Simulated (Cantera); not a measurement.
Adiabatic ignition

An adiabatic, constant-volume homogeneous reactor starts with CO : H2 : CH4 : O2 : N2 = 1 : 0.95 : 0.38 : 4.23 : 15.9 (molar parts), equivalence ratio 0.41, at 1250 K and 760 Torr.

Detailed kinetics in Cantera: GRI-Mech 3.0 (53 species, 325 reactions).

```csv
t (s),T (K),P (bar),x CO,x H2,x CH4,x C2H6,x CO2,x H,x N2O
1.00e-6,1250,1.01,0.0445,0.0423,0.0169,<1e-12,9.18e-10,1.26e-9,<1e-12
3.01e-6,1250,1.01,0.0445,0.0423,0.0169,<1e-12,3.00e-9,4.13e-9,<1e-12
9.06e-6,1250,1.01,0.0445,0.0423,0.0169,<1e-12,1.23e-8,1.90e-8,<1e-12
2.73e-5,1250,1.01,0.0445,0.0423,0.0169,1.12e-10,1.45e-7,2.95e-7,<1e-12
8.20e-5,1267,1.03,0.0447,0.0408,0.0156,6.56e-5,0.000236,0.000426,8.08e-10
0.000247,2329,1.82,0.00696,0.00140,<1e-12,<1e-12,0.0566,0.00112,9.34e-7
0.000743,2414,1.88,0.00306,0.000632,<1e-12,<1e-12,0.0609,0.000316,9.16e-7
0.00224,2413,1.88,0.00302,0.000625,<1e-12,<1e-12,0.0609,0.000310,9.13e-7
0.00673,2408,1.88,0.00296,0.000614,<1e-12,<1e-12,0.0610,0.000301,9.10e-7
0.0203,2398,1.87,0.00284,0.000592,<1e-12,<1e-12,0.0611,0.000283,9.17e-7
0.0610,2389,1.86,0.00273,0.000572,<1e-12,<1e-12,0.0612,0.000267,9.39e-7
0.183,2388,1.86,0.00271,0.000568,<1e-12,<1e-12,0.0612,0.000264,9.44e-7
0.552,2387,1.86,0.00271,0.000568,<1e-12,<1e-12,0.0612,0.000264,9.44e-7
1.66,2387,1.86,0.00271,0.000568,<1e-12,<1e-12,0.0612,0.000264,9.44e-7
5.00,2387,1.86,0.00271,0.000568,<1e-12,<1e-12,0.0612,0.000264,9.44e-7
```
x: mole fraction; the columns are a selection and need not sum to one.

```yaml
time_of_steepest_temperature_rise: 0.104 ms
temperature at 5.00 s: 2387 K
equilibrium_temperature: 2387 K
x(CO) at 5.00 s: 0.00271 (gas-phase equilibrium 0.00271)
x(H2) at 5.00 s: 0.000568 (gas-phase equilibrium 0.000568)
x(CH4) at 5.00 s: <1e-12 (gas-phase equilibrium <1e-12)
```
